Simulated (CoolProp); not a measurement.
Properties of C2F6 (R116) at several states.

The numbers come from the reference Helmholtz-energy equation of state, Lemmon 2006 in CoolProp. It is a short technical equation, of lower accuracy than the large ones.

```csv
T (K),p (bar),phase,cp (kJ/(kg K)),isothermal compressibility (1/MPa),expansivity (1/kK),viscosity (µPa s)
245.3,0.121,gas,0.6833,82.84,4.109,11.7
320.8,30.4,gas,1.083,0.5010,10.09,18.5
386,10.3,gas,0.9161,1.013,3.061,18.6
298.8,6.56,gas,0.8075,1.647,4.287,14.2
```

Viscosity comes from a separate model (Huber 2003), an estimate that may be off by 10 % or more.
